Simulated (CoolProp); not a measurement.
n-pentane at several states: density (kg/m³) from the reference equation and from simpler models built on Tc = 196.5 °C, pc = 3368 kPa, ω = 0.251; each cubic takes its own stable root.

The numbers come from the reference Helmholtz-energy equation of state, Thol 2019 in CoolProp.

```csv
T (°C),p (kPa),phase,reference,van der Waals,Peng-Robinson
83.05,2750,liquid,563.9,?,578.7
133.55,77,gas,1.664,1.659,1.665
170.65,1230,gas,29.14,28.01,?
11.35,369,liquid,635.0,382.2,?
337.95,211,gas,3.022,3.025,3.026
-112.95,273,liquid,748.4,441.2,741.6
```

**Question.** Complete the blanks.

**Answer.** 
- 83.05, van der Waals: 346.5
- 170.65, Peng-Robinson: 29.50
- 11.35, Peng-Robinson: 654.1
